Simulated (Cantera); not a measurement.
Gas mixture: N₂ = 0.34 (molar parts), at 35.0 Pa, frozen composition.

Cantera's kinetic-theory transport with the Lennard-Jones parameters of GRI-Mech 3.0, ideal gas; thermal conductivity in the multicomponent form.

One state of this run: ρ (kg/m³) = 6.21e-5; cp (J/kg/K) = 1278; μ (µPa s) = 62.9; λ (mW/m/K) = 114; Pr = 0.705; D (cm²/s) H₂O = 18000; D (cm²/s) NH₃ = 16900; D (cm²/s) C₂H₂ = 11500. D: mixture-averaged diffusion coefficient of that species in the mixture.

Which value of T (K) does it belong to?
(A) 1900
(B) 1400
(C) 900
(D) 1150

A, 1900
